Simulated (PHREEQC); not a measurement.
Leach liquor

Solution (27 °C): 0.031 mol H2SO4, 0.00012 mol ZnSO4 and 0.00078 mol MgSO4 per kg of water. Closed to the air; pH follows from the charge balance.

Computed with PHREEQC (ion-association model, wateq4f.dat).

This is a speciation only: nothing precipitates in the calculation.

Task: Predict the pH, ionic strength.

Result: pH 1.46; ionic strength 0.0535 mol/kgw.

Task: In which forms is Mg present?

Result: Mg+2 64 %, MgSO4 36 % of the Mg.
